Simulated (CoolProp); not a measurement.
A closed Brayton cycle with carbon dioxide: compressor inlet 321.15 K and 9.8 MPa, high pressure 22.2 MPa, turbine inlet 985 K, compressor efficiency 0.8, turbine efficiency 0.93, recuperator effectiveness 0.9 (on enthalpy, no pinch check). Each further row changes one setting.

Model: reference Helmholtz-energy equation of state, Span 1996, in CoolProp.

| case | thermal efficiency (%) | net work (kJ/kg) | compressor to turbine work | compressor exit (K) | turbine exit (K) |
|---|---|---|---|---|---|
| as stated | 36.2 | 105 | 0.23 | 371.3 | 870.7 |
| turbine inlet 935 K | 35.3 | 97.2 | 0.25 | 371.3 | 824.6 |
| compressor inlet 331.15 K | 35.7 | 95.4 | 0.30 | 396.0 | 870.7 |
| high pressure 18.9 MPa | 33.4 | 86.5 | 0.22 | 361.1 | 892.6 |
| recuperator effectiveness 0.5 | 19.8 | 105 | 0.23 | 371.3 | 870.7 |
